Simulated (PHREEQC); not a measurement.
Synthetic water in mg/L, 25 °C, pH 5.6, pe 9.1: Na 0.899; K 0.0839; Ca 0.615; Mg 0.442; Cl 2.09; S(6) as SO4 1.46; Alkalinity as HCO3 2.8; O(0) (dissolved oxygen) 0.0624; Pb 0.0351; Br 0.0223; Li 0.000195; N(5) as NO3 0.00516.

Na is adjusted to close the charge balance.
Valence states are taken as typed.

Equilibrium calculation in PHREEQC: ion-association model, phreeqc.dat.

| Item | Value |
|---|---|
| ionic strength | 0.000187 mol/kgw |

```tsv
species	molality	activity	log γ
CO2	0.000269	0.000269	0.000
Na+	6.60e-5	6.50e-5	-0.007
Cl-	5.90e-5	5.80e-5	-0.007
HCO3-	4.84e-5	4.76e-5	-0.007
Mg+2	1.81e-5	1.70e-5	-0.027
Ca+2	1.53e-5	1.44e-5	-0.027
SO4-2	1.51e-5	1.42e-5	-0.027
H+	2.55e-6	2.51e-6	-0.007
K+	2.14e-6	2.11e-6	-0.007
O2	1.95e-6	1.95e-6	0.000
Br-	2.79e-7	2.75e-7	-0.007
Pb+2	1.59e-7	1.49e-7	-0.027
NO3-	8.32e-8	8.19e-8	-0.007
MgSO4	5.66e-8	5.66e-8	0.000
```

This is a speciation only: nothing precipitates in the calculation.
